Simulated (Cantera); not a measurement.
What does this Cantera script print?

```python
import numpy as np
import cantera as ct

gas_names = """
    F2 HCL HF NaCL
""".split()
cond_names = """
    Na(cr) Na(L) NaCL(s) NaCL(L)
""".split()


# ... load() reads the species with a 1 bar reference pressure and builds the phases ...
species = {s.name: s for s in load("nasa_gas.yaml", gas_names) + load("nasa_condensed.yaml", cond_names)}
# Each term lists the table entries of one substance; the one whose range holds T is used.
reactions = {
    'F2(g) + 2 HCl(g) + 2 Na = 2 HF(g) + 2 NaCl(g)':
        [(-1, ['F2']), (-2, ['HCL']), (-2, ['Na(cr)', 'Na(L)']), (2, ['HF']), (2, ['NaCL'])],
    '2 HF(g) + 2 NaCl = 2 HCl(g) + 2 Na + F2(g)':
        [(-2, ['HF']), (-2, ['NaCL(s)', 'NaCL(L)']), (2, ['HCL']), (2, ['Na(cr)', 'Na(L)']), (1, ['F2'])],
}


def pick(names, T):
    return next(species[n] for n in names if species[n].thermo.min_temp <= T <= species[n].thermo.max_temp)


results = []
for label, terms in reactions.items():
    print(label)
    print("     T/K   dH/kJ  dS/(J/K)   dG/kJ   log10 K")
    for T in [1025, 1050, 1075, 1100, 1125, 1150, 1175, 1200, 1225, 1250, 1275]:
        used = [(nu, pick(names, T)) for nu, names in terms]
        dH = sum(nu * s.thermo.h(T) for nu, s in used) / 1e6
        dS = sum(nu * s.thermo.s(T) for nu, s in used) / 1e3
        dG = dH - T * dS / 1e3
        logK = -dG * 1e6 / (ct.gas_constant * T * np.log(10))
        results.append((label, T, dH, dS, dG, logK, [s.name for _, s in used]))
        print(f"{T:8g} {dH:8.1f} {dS:8.1f} {dG:8.1f} {logK:8.2f}")
```

It prints:

```
F2(g) + 2 HCl(g) + 2 Na = 2 HF(g) + 2 NaCl(g)
     T/K   dH/kJ  dS/(J/K)   dG/kJ   log10 K
    1025   -743.9     88.0   -834.0    42.50
    1050   -744.4     87.5   -836.2    41.60
    1075   -745.0     86.9   -838.4    40.74
    1100   -745.5     86.4   -840.6    39.92
    1125   -746.1     85.9   -842.7    39.13
    1150   -746.7     85.4   -844.9    38.38
    1175   -747.2     84.9   -847.0    37.65
    1200   -747.8     84.4   -849.1    36.96
    1225   -748.4     83.9   -851.2    36.30
    1250   -749.0     83.4   -853.3    35.66
    1275   -749.6     82.9   -855.4    35.04
2 HF(g) + 2 NaCl = 2 HCl(g) + 2 Na + F2(g)
     T/K   dH/kJ  dS/(J/K)   dG/kJ   log10 K
    1025   1174.5    181.4    988.6   -50.38
    1050   1173.6    180.6    984.1   -48.95
    1075   1116.4    127.3    979.6   -47.60
    1100   1115.4    126.3    976.4   -46.37
    1125   1114.3    125.3    973.3   -45.19
    1150   1113.3    124.4    970.2   -44.07
    1175   1112.3    123.6    967.1   -42.99
    1200   1111.3    122.8    964.0   -41.96
    1225   1110.3    122.0    960.9   -40.97
    1250   1109.4    121.2    957.9   -40.03
    1275   1108.5    120.5    954.9   -39.12
```

Standard-state values (1 bar) from the NASA 1993 polynomials, evaluated with Cantera. Condensed species are held in their standard states even where they would react or evaporate.
